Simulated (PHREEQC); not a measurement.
Consider water at 75 °C with 37 mmol/kgw CuCl2 and 44 mmol/kgw NaCl. Closed to the air; pH follows from the charge balance.

Equilibrium calculation in PHREEQC: ion-association model, phreeqc.dat.

Precipitation was switched off in this run.

**Question.** Order these Cl species by the share of Cl that they hold, largest first: CuCl+, CuCl2, Cl-.

**Answer.** Cl- (86 %), CuCl+ (13 %), CuCl2 (1.2 %)

**Question.** Order these Cu species by the share of Cu that they hold, largest first: Cu2(OH)2+2, Cu+2, CuCl+, CuCl2.

**Answer.** Cu+2 (56 %), CuCl+ (42 %), CuCl2 (1.9 %), Cu2(OH)2+2 (0.31 %)

The pH is 4.03 and the ionic strength 0.122 mol/kgw. Species that the database lacks are ignored. At this temperature some constants are extrapolated from 25 °C, and those without enthalpy data are left unchanged.
